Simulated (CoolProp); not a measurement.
R245fa at 298.15 K and 2.95 MPa is throttled through a valve to 0.962 MPa with no heat exchange. Each further row changes one setting.

Model: reference Helmholtz-energy equation of state, Akasaka 2015, in CoolProp.

| case | temperature change (K) |
|---|---|
| as stated | (withheld) |
| outlet pressure 0.289 MPa | (withheld) |
| outlet pressure 1.25 MPa | (withheld) |

Problem. Some entries are withheld; supply them.

Solution. 
- as stated, temperature change (K): +0.5
- outlet pressure 0.289 MPa, temperature change (K): +0.6
- outlet pressure 1.25 MPa, temperature change (K): +0.4
